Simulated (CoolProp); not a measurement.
Saturation properties of methanol.

Values from CoolProp's reference Helmholtz-energy equation of state, de Reuck 1993.

```
T (°C)  p (bar)  liquid density (kg/m³)  enthalpy of vaporisation (kJ/kg)  vapour Z  liquid conductivity (mW/(m K))
------  -------  ----------------------  --------------------------------  --------  ------------------------------
136.45    9.961                   665.8                             911.8    0.8307                             179
140.05    10.92                   660.8                             898.7    0.8214                             178
143.65    11.94                   655.6                             885.2    0.8117                             177
147.25    13.04                   650.3                             871.2    0.8016                             177
150.85    14.22                   644.9                             856.7    0.7910                             176
154.45    15.48                   639.3                             841.7    0.7801                             175
158.05    16.83                   633.6                             826.3    0.7688                             175
161.65    18.27                   627.7                             810.4    0.7572                             174
165.25    19.80                   621.6                             794.1    0.7454                             173
168.85    21.43                   615.3                             777.4    0.7333                             173
172.55    23.22                   608.6                             759.8    0.7209                             172
176.15    25.06                   601.8                             742.5    0.7088                             171
179.75    27.02                   594.8                             725.0    0.6968                             171
183.35    29.09                   587.5                             707.3    0.6850                             170
```

It boils at 64.5 °C under 1 atm.

Thermal conductivity comes from a separate model (Sykioti 2013).
